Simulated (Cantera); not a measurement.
An adiabatic, constant-volume homogeneous reactor starts with CH4 : C2H6 : C3H8 : O2 : N2 = 1 : 0.057 : 0.58 : 2.12 : 7.99 (molar parts), at 1175 K and 500000 Pa. Integrator tolerance rtol = 1e-08.

Computed with Cantera and GRI-Mech 3.0 (53 species, 325 reactions). GRI-Mech 3.0 was tuned for natural gas; its chemistry of propane as a main component is partial and can be far from experiment.

Question: What does this change do: initial temperature 1175 to 1698 K?

Answer: 
```json
[
 {"quantity": "time of steepest temperature rise", "before": "4.14 ms", "after": "9.01 µs"},
 {"quantity": "temperature at 5.00 s", "before": "2401 K", "after": "2838 K"},
 {"quantity": "equilibrium temperature", "before": "2401 K", "after": "2838 K"},
 {"quantity": "x(CH4) at 5.00 s", "before": "1.84e-8 (gas-phase equilibrium 2.07e-8)", "after": "2.25e-9 (gas-phase equilibrium 2.51e-9)"},
 {"quantity": "x(C2H6) at 5.00 s", "before": "<1e-12 (gas-phase equilibrium <1e-12)", "after": "<1e-12 (gas-phase equilibrium <1e-12)"},
 {"quantity": "x(C3H8) at 5.00 s", "before": "<1e-12 (gas-phase equilibrium <1e-12)", "after": "<1e-12 (gas-phase equilibrium <1e-12)"},
 {"quantity": "x(H2) at 5.00 s", "before": "0.212 (gas-phase equilibrium 0.212)", "after": "0.205 (gas-phase equilibrium 0.205)"},
 {"quantity": "x(NO) at 5.00 s", "before": "1.27e-5 (gas-phase equilibrium 1.27e-5)", "after": "0.000201 (gas-phase equilibrium 0.000201)"},
 {"quantity": "x(HCO) at 5.00 s", "before": "7.84e-7 (gas-phase equilibrium 7.84e-7)", "after": "2.26e-6 (gas-phase equilibrium 2.26e-6)"},
 {"quantity": "x(H2O2) at 5.00 s", "before": "6.06e-10 (gas-phase equilibrium 6.06e-10)", "after": "1.02e-8 (gas-phase equilibrium 1.02e-8)"}
]
```
